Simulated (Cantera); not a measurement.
Charge: 1 mol SiF₄, 0.33 mol NO, 96 mol N₂, 6.8 mol N₂O, at 1950 K.

These are equilibrium values from Cantera (NASA tables, ideal gas, pure condensed phases), not measurements of a reactor. Candidate condensed phases: Si, SiO₂, Si₂N₂O, Si₃N₄; 28 gas species. The tables' values for SiF₃ are old estimates; treat these amounts as uncertain. Kinetics and transport are ignored.

**Question.** At 37.0 mbar, list the 5 most abundant gas species with their mole fractions, and the condensed phases.

**Answer.** N₂ 0.956, O₂ 0.0315, SiF₄ 0.00925, NO 0.00284, O 0.000417. Condensed: gas only.
